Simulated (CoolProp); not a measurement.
n-heptane at several states: density (kg/m³) from the reference equation and from simpler models built on Tc = 268.1 °C, pc = 2.774 MPa, ω = 0.349; each cubic takes its own stable root.

Computed with CoolProp (reference Helmholtz-energy equation of state, Span 2003). It is a short technical equation, of lower accuracy than the large ones.

| T (°C) | p (MPa) | phase | reference | van der Waals | Soave-Redlich-Kwong |
|---|---|---|---|---|---|
| 145.95 | 2.49 | liquid | 571.7 | [?] | [?] |
| 198.35 | 0.295 | gas | [?] | [?] | [?] |
| -45.05 | 0.0669 | liquid | 737.8 | [?] | [?] |

Problem. What belongs in the gaps?

Solution. 
- 145.95, van der Waals: 340.3
- 145.95, Soave-Redlich-Kwong: 507.5
- 198.35, reference: 8.064
- 198.35, van der Waals: 7.901
- 198.35, Soave-Redlich-Kwong: 8.025
- -45.05, van der Waals: 422.0
- -45.05, Soave-Redlich-Kwong: 642.8
